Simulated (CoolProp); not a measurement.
Vapour-liquid equilibrium of ethylene (1) + propane (2) at 34.3 kPa; x and y are mole fractions of (1).

The numbers come from the multi-fluid Helmholtz-energy mixture model, Smukala 2000 and Lemmon 2009; pair parameters Bell 2016 in CoolProp.

```json
[
 {"x": "0.05", "bubble temperature, mixture model (K)": "194.7", "bubble temperature, Raoult's law (K)": "196.1", "y, mixture model": "0.595", "y, Raoult's law": "0.563"},
 {"x": "0.15", "bubble temperature, mixture model (K)": "179.0", "bubble temperature, Raoult's law (K)": "181.5", "y, mixture model": "0.881", "y, Raoult's law": "0.859"},
 {"x": "0.25", "bubble temperature, mixture model (K)": "171.0", "bubble temperature, Raoult's law (K)": "173.5", "y, mixture model": "0.946", "y, Raoult's law": "0.935"},
 {"x": "0.35", "bubble temperature, mixture model (K)": "166.0", "bubble temperature, Raoult's law (K)": "168.2", "y, mixture model": "0.970", "y, Raoult's law": "0.964"},
 {"x": "0.45", "bubble temperature, mixture model (K)": "162.6", "bubble temperature, Raoult's law (K)": "164.4", "y, mixture model": "0.981", "y, Raoult's law": "0.979"},
 {"x": "0.55", "bubble temperature, mixture model (K)": "160.1", "bubble temperature, Raoult's law (K)": "161.4", "y, mixture model": "0.987", "y, Raoult's law": "0.987"},
 {"x": "0.65", "bubble temperature, mixture model (K)": "158.1", "bubble temperature, Raoult's law (K)": "158.9", "y, mixture model": "0.992", "y, Raoult's law": "0.992"},
 {"x": "0.75", "bubble temperature, mixture model (K)": "156.5", "bubble temperature, Raoult's law (K)": "156.9", "y, mixture model": "0.995", "y, Raoult's law": "0.996"},
 {"x": "0.85", "bubble temperature, mixture model (K)": "155.0", "bubble temperature, Raoult's law (K)": "155.2", "y, mixture model": "0.997", "y, Raoult's law": "0.998"},
 {"x": "0.95", "bubble temperature, mixture model (K)": "153.7", "bubble temperature, Raoult's law (K)": "153.7", "y, mixture model": "0.999", "y, Raoult's law": "0.999"}
]
```

The largest gap from Raoult's law is -2.5 K in bubble temperature, at x = 0.25. No azeotrope shows between x = 0.05 and 0.95.

The pair parameters rest on a limited set of measurements; away from them the model extrapolates.
